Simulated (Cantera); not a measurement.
An adiabatic, constant-volume homogeneous reactor starts with CH₄ : C₂H₆ : O₂ : N₂ = 1 : 0.11 : 7.45 : 73.8 (molar parts), equivalence ratio 0.32, at 950 K and 1430 Torr. Integrator tolerance rtol = 1e-08.

Detailed kinetics in Cantera: GRI-Mech 3.0 (53 species, 325 reactions). Below about 1000 K GRI-Mech 3.0 lacks low-temperature oxidation paths.

**Question.** What does this change do: 3.6 parts CO2 added?

**Answer.** 
```
quantity                                                          before                                  after
---------------------------------  -------------------------------------  -------------------------------------
time of steepest temperature rise                                0.465 s                                0.480 s
temperature at 2.00 s                                             1398 K                                 1366 K
equilibrium temperature                                           1396 K                                 1364 K
x(CH₄) at 2.00 s                   <1e-12 (gas-phase equilibrium <1e-12)  <1e-12 (gas-phase equilibrium <1e-12)
x(C₂H₆) at 2.00 s                  <1e-12 (gas-phase equilibrium <1e-12)  <1e-12 (gas-phase equilibrium <1e-12)
x(O₂) at 2.00 s                    0.0615 (gas-phase equilibrium 0.0612)  0.0589 (gas-phase equilibrium 0.0587)
x(CH₂O) at 2.00 s                  <1e-12 (gas-phase equilibrium <1e-12)  <1e-12 (gas-phase equilibrium <1e-12)
x(CH₂) at 2.00 s                   <1e-12 (gas-phase equilibrium <1e-12)  <1e-12 (gas-phase equilibrium <1e-12)
```
